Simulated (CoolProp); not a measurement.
Vapour-liquid equilibrium of neopentane (1) + n-pentane (2) at 371.3 K; x and y are mole fractions of (1).

Model: multi-fluid Helmholtz-energy mixture model, Lemmon 2006 and Thol 2019; pair parameters Bell 2016, in CoolProp.

```json
[
 {"x": "0.05", "bubble pressure (bar)": "5.933", "y at the bubble point": "0.082", "dew pressure at overall composition x (bar)": "5.834", "liquid density (mol/L)": "7.444"},
 {"x": "0.125", "bubble pressure (bar)": "6.303", "y at the bubble point": "0.195", "dew pressure at overall composition x (bar)": "6.068", "liquid density (mol/L)": "7.395"},
 {"x": "0.2", "bubble pressure (bar)": "6.676", "y at the bubble point": "0.297", "dew pressure at overall composition x (bar)": "6.320", "liquid density (mol/L)": "7.344"},
 {"x": "0.275", "bubble pressure (bar)": "7.050", "y at the bubble point": "0.389", "dew pressure at overall composition x (bar)": "6.591", "liquid density (mol/L)": "7.294"},
 {"x": "0.35", "bubble pressure (bar)": "7.425", "y at the bubble point": "0.474", "dew pressure at overall composition x (bar)": "6.886", "liquid density (mol/L)": "7.242"},
 {"x": "0.425", "bubble pressure (bar)": "7.803", "y at the bubble point": "0.551", "dew pressure at overall composition x (bar)": "7.204", "liquid density (mol/L)": "7.190"},
 {"x": "0.5", "bubble pressure (bar)": "8.182", "y at the bubble point": "0.622", "dew pressure at overall composition x (bar)": "7.551", "liquid density (mol/L)": "7.137"},
 {"x": "0.575", "bubble pressure (bar)": "8.564", "y at the bubble point": "0.689", "dew pressure at overall composition x (bar)": "7.928", "liquid density (mol/L)": "7.084"},
 {"x": "0.65", "bubble pressure (bar)": "8.947", "y at the bubble point": "0.751", "dew pressure at overall composition x (bar)": "8.338", "liquid density (mol/L)": "7.029"},
 {"x": "0.725", "bubble pressure (bar)": "9.334", "y at the bubble point": "0.809", "dew pressure at overall composition x (bar)": "8.785", "liquid density (mol/L)": "6.973"},
 {"x": "0.8", "bubble pressure (bar)": "9.724", "y at the bubble point": "0.864", "dew pressure at overall composition x (bar)": "9.271", "liquid density (mol/L)": "6.916"},
 {"x": "0.875", "bubble pressure (bar)": "10.12", "y at the bubble point": "0.917", "dew pressure at overall composition x (bar)": "9.801", "liquid density (mol/L)": "6.858"},
 {"x": "0.95", "bubble pressure (bar)": "10.52", "y at the bubble point": "0.967", "dew pressure at overall composition x (bar)": "10.38", "liquid density (mol/L)": "6.798"}
]
```

No azeotrope shows between x = 0.05 and 0.95.

The pair parameters rest on a limited set of measurements; away from them the model extrapolates.
